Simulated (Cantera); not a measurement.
# Thermodynamics of iron carbonyl, mercury and lead vapours, feed PbO + CO + H₂

Feed: 1 mol PbO, 0.049 mol CO, 41 mol H₂, held at 113 Torr.

These are equilibrium values from Cantera (NASA tables, ideal gas, pure condensed phases), not measurements of a reactor. Candidate condensed phases: C, C₆H₆, C₇H₈, C₈H₁₈, H₂O, Pb, PbO, PbO₂, Pb₃O₄; 113 gas species. The numbers say what is thermodynamically allowed, not how fast it happens.

From 500 °C to 1025 °C the condensed part is Pb(l). At 1100 °C nothing is condensed. The main Pb-bearing gas is Pb throughout.

```
T (°C)   x H₂   x H₂O      x Pb     x CH₄      x CO  n Pb(l)
------  -----  ------  --------  --------  --------  -------
500     0.973  0.0256   1.54e-7   0.00118   1.44e-5    1.000
575     0.973  0.0253   1.99e-6  0.000935  0.000241    1.000
650     0.974  0.0246   1.69e-5  0.000268  0.000881    0.999
725     0.974  0.0244  0.000103   3.80e-5   0.00112    0.996
800     0.974  0.0243  0.000487   5.90e-6   0.00116    0.980
875     0.973  0.0243   0.00187   1.14e-6   0.00117    0.923
950     0.969  0.0242   0.00605   2.64e-7   0.00117    0.750
1025    0.958  0.0239    0.0170   7.08e-8   0.00116    0.288
1100    0.951  0.0238    0.0238   2.21e-8   0.00115        0
```
x: gas mole fraction; n: condensed amount in mol.
